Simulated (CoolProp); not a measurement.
Saturation properties of C3F8 (R218) (Tc = 345.0 K, pc = 2640 kPa, ω = 0.317).

Values from CoolProp's reference Helmholtz-energy equation of state, Lemmon 2006. It is a short technical equation, of lower accuracy than the large ones.

```json
[
 {"T (K)": "243.5", "p (kPa)": "138.4", "liquid density (kg/m³)": "1583", "enthalpy of vaporisation (kJ/kg)": "102.5", "liquid cp (kJ/(kg K))": "0.9915", "surface tension (mN/m)": "9.67"},
 {"T (K)": "247.9", "p (kPa)": "166.0", "liquid density (kg/m³)": "1565", "enthalpy of vaporisation (kJ/kg)": "100.8", "liquid cp (kJ/(kg K))": "1.002", "surface tension (mN/m)": "9.16"},
 {"T (K)": "252.3", "p (kPa)": "197.7", "liquid density (kg/m³)": "1547", "enthalpy of vaporisation (kJ/kg)": "99.01", "liquid cp (kJ/(kg K))": "1.013", "surface tension (mN/m)": "8.65"},
 {"T (K)": "256.6", "p (kPa)": "232.9", "liquid density (kg/m³)": "1529", "enthalpy of vaporisation (kJ/kg)": "97.24", "liquid cp (kJ/(kg K))": "1.024", "surface tension (mN/m)": "8.16"},
 {"T (K)": "261", "p (kPa)": "273.7", "liquid density (kg/m³)": "1510", "enthalpy of vaporisation (kJ/kg)": "95.36", "liquid cp (kJ/(kg K))": "1.036", "surface tension (mN/m)": "7.67"},
 {"T (K)": "265.4", "p (kPa)": "319.6", "liquid density (kg/m³)": "1490", "enthalpy of vaporisation (kJ/kg)": "93.42", "liquid cp (kJ/(kg K))": "1.049", "surface tension (mN/m)": "7.18"},
 {"T (K)": "269.7", "p (kPa)": "370.0", "liquid density (kg/m³)": "1471", "enthalpy of vaporisation (kJ/kg)": "91.45", "liquid cp (kJ/(kg K))": "1.062", "surface tension (mN/m)": "6.71"},
 {"T (K)": "274.1", "p (kPa)": "427.4", "liquid density (kg/m³)": "1450", "enthalpy of vaporisation (kJ/kg)": "89.35", "liquid cp (kJ/(kg K))": "1.076", "surface tension (mN/m)": "6.23"},
 {"T (K)": "278.5", "p (kPa)": "491.3", "liquid density (kg/m³)": "1429", "enthalpy of vaporisation (kJ/kg)": "87.17", "liquid cp (kJ/(kg K))": "1.091", "surface tension (mN/m)": "5.76"},
 {"T (K)": "282.8", "p (kPa)": "560.4", "liquid density (kg/m³)": "1407", "enthalpy of vaporisation (kJ/kg)": "84.94", "liquid cp (kJ/(kg K))": "1.106", "surface tension (mN/m)": "5.31"},
 {"T (K)": "287.2", "p (kPa)": "638.4", "liquid density (kg/m³)": "1385", "enthalpy of vaporisation (kJ/kg)": "82.54", "liquid cp (kJ/(kg K))": "1.124", "surface tension (mN/m)": "4.85"},
 {"T (K)": "291.6", "p (kPa)": "724.2", "liquid density (kg/m³)": "1361", "enthalpy of vaporisation (kJ/kg)": "80.03", "liquid cp (kJ/(kg K))": "1.143", "surface tension (mN/m)": "4.41"}
]
```

It boils at 236.4 K under 1 atm.

Surface tension comes from a separate correlation (Mulero 2012).
